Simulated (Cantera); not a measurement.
# Fluorocarbon and chlorocarbon gases: CF4

Input: 1 mol CF4, equilibrated at 120 Pa.

These are equilibrium values from Cantera (NASA tables, ideal gas, pure condensed phases), not measurements of a reactor. Candidate condensed phases: C; 13 gas species. Gases not in the tables: C2F6 and larger saturated fluorocarbons. Rates play no part.

```csv
T (K),x CF4,x F,x CF2,x CF,x CF3,x C3,n C(graphite)
950,1.00,8.14e-10,6.59e-11,<1e-12,6.83e-10,<1e-12,0
1150,1.000,4.44e-7,1.22e-7,<1e-12,2.00e-7,<1e-12,0
1350,1.000,4.41e-5,1.74e-5,4.72e-11,9.22e-6,<1e-12,0
1550,0.998,0.00140,0.000624,2.15e-8,0.000150,<1e-12,0
1750,0.969,0.0202,0.00946,2.33e-6,0.00125,<1e-12,0
1950,0.762,0.157,0.0754,9.50e-5,0.00576,3.11e-11,0
2150,0.177,0.546,0.266,0.00193,0.00860,4.04e-8,0
2350,0.00384,0.747,0.232,0.0149,0.00179,3.44e-5,0.189
```
x: gas mole fraction; n: condensed amount in mol.

From 950 K to 2150 K nothing is condensed. At 2350 K the condensed part is C(graphite). The main C-bearing gas is CF4 at 950 K and CF2 at 2350 K.
